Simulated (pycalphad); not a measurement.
All values are pycalphad results on the COST 507 light-alloy database (1999) (1 atm), not direct measurements. The database dates from 1999; later assessments differ in places, in temperatures and in the compounds included. Phase fractions are per mole of atoms. Diffusion is slow at the low end, where real alloys seldom reach equilibrium.

### Question
Give the equilibrium state of Al-3.535Mg-0.7104Si (wt.%) at 97 °C.

### Answer
```
T = 370.00 K, P = 101325 Pa, N = 1 mol of atoms
G = -11311 J/mol, H = 1428 J/mol, S = 34.43 J/(mol K)  (SER reference)
chemical potentials (J/mol): Al -10710, Mg -17801, Si -58313
phase             fraction      x(Al)      x(Mg)      x(Si)
FCC_A1              0.9480     0.9861     0.0139   1.44e-13
ALMG_BETA           0.0316     0.6114     0.3886       none
MG2SI               0.0204       none     0.6667     0.3333
```

### Question
Give the equilibrium state of Al-3.535Mg-0.7104Si (wt.%) at 497 °C.

### Answer
```
T = 770.00 K, P = 101325 Pa, N = 1 mol of atoms
G = -29614 J/mol, H = 12690 J/mol, S = 54.94 J/(mol K)  (SER reference)
chemical potentials (J/mol): Al -28707, Mg -49426, Si -42975
phase             fraction      x(Al)      x(Mg)      x(Si)
FCC_A1              0.9803     0.9733     0.0265   0.000223
MG2SI               0.0197       none     0.6667     0.3333
```

Database names, with the compositions (at.%) that they take in these runs: MG2SI: Mg 67 Si 33; ALMG_BETA: Al 61 Mg 39. FCC_A1 is fcc. An entry "none" or "no" means that the model of the phase leaves that element out.
